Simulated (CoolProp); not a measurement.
Properties of R1123 along the isotherm 342.3 K.

Computed with CoolProp (reference Helmholtz-energy equation of state, Akasaka 2020).

```json
[
 {"p (kPa)": "2500", "phase": "gas", "density (kg/m³)": "89.65", "speed of sound (m/s)": "168.6", "expansivity (1/kK)": "5.997", "fugacity coefficient": "0.8325"},
 {"p (kPa)": "5000", "phase": "supercritical", "density (kg/m³)": "299.6", "speed of sound (m/s)": "128.0", "expansivity (1/kK)": "[?]", "fugacity coefficient": "[?]"},
 {"p (kPa)": "7500", "phase": "supercritical", "density (kg/m³)": "764.3", "speed of sound (m/s)": "222.1", "expansivity (1/kK)": "14.27", "fugacity coefficient": "0.5060"},
 {"p (kPa)": "10000", "phase": "supercritical", "density (kg/m³)": "847.1", "speed of sound (m/s)": "[?]", "expansivity (1/kK)": "7.959", "fugacity coefficient": "0.4148"},
 {"p (kPa)": "12500", "phase": "supercritical", "density (kg/m³)": "895.1", "speed of sound (m/s)": "[?]", "expansivity (1/kK)": "5.990", "fugacity coefficient": "0.3604"},
 {"p (kPa)": "15000", "phase": "supercritical", "density (kg/m³)": "930.2", "speed of sound (m/s)": "375.7", "expansivity (1/kK)": "[?]", "fugacity coefficient": "0.3250"},
 {"p (kPa)": "17500", "phase": "supercritical", "density (kg/m³)": "958.2", "speed of sound (m/s)": "406.9", "expansivity (1/kK)": "4.309", "fugacity coefficient": "[?]"},
 {"p (kPa)": "20000", "phase": "supercritical", "density (kg/m³)": "981.8", "speed of sound (m/s)": "434.3", "expansivity (1/kK)": "3.848", "fugacity coefficient": "0.2834"}
]
```

What belongs in the gaps?


- 5000, expansivity (1/kK): 35.97
- 5000, fugacity coefficient: 0.6681
- 10000, speed of sound (m/s): 291.8
- 12500, speed of sound (m/s): 338.7
- 15000, expansivity (1/kK): 4.962
- 17500, fugacity coefficient: 0.3007
